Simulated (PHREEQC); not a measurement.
A solution holds 1.6 mol NH4Cl and 8.8e-05 mol Na2HPO4 per kg of water, at 25 °C. Closed to the air; pH follows from the charge balance.

Equilibrium calculation in PHREEQC: ion-association model, phreeqc.dat.

This is a speciation only: nothing precipitates in the calculation.

Task: What pH, density does the model give?

Result: pH 5.45; density 1.021 g/cm³.

Task: In which forms is P present?

Result: H2PO4- 93 %, HPO4-2 7.1 % of the P.

Caution: at this ionic strength the ion-association model is outside its range; a Pitzer model would be the better tool where its parameters exist. Complexes and solids missing from the database can't appear.
